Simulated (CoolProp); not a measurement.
CH2F2 (R32) along the isobar 8.93 bar: density (kg/m³) from the reference equation and from simpler models built on Tc = 351.3 K, pc = 57.83 bar, ω = 0.277; each cubic takes its own stable root.

The numbers come from the reference Helmholtz-energy equation of state, Tillner-Roth 1997 in CoolProp.

```tsv
T (K)	phase	reference	van der Waals	Redlich-Kwong	Soave-Redlich-Kwong	Peng-Robinson
161.8	liquid	1368	691.0	1027	1047	1176
168.5	liquid	1351	684.1	1016	1038	?
175.2	liquid	1335	677.1	1004	1028	1156
181.9	liquid	1318	669.8	992.6	1017	1145
188.6	liquid	1301	662.4	980.2	?	1133
195.4	liquid	1284	654.6	967.3	995.2	1121
202.1	liquid	1266	646.7	954.1	983.5	1109
208.8	liquid	1249	638.5	940.3	971.2	?
215.5	liquid	1231	630.0	926.1	958.4	1082
222.2	liquid	1212	621.2	911.3	945.0	1067
228.9	liquid	1194	612.0	895.9	930.9	1052
235.6	liquid	1175	27.34	879.9	916.1	1036
242.4	liquid	?	26.29	862.8	?	1019
```

Question: Complete the blanks.

Answer: 
- 168.5, Peng-Robinson: 1166
- 188.6, Soave-Redlich-Kwong: 1007
- 208.8, Peng-Robinson: 1096
- 242.4, reference: 1155
- 242.4, Soave-Redlich-Kwong: 900.3

At some of these states van der Waals gives the other phase, because its saturation line lies elsewhere.
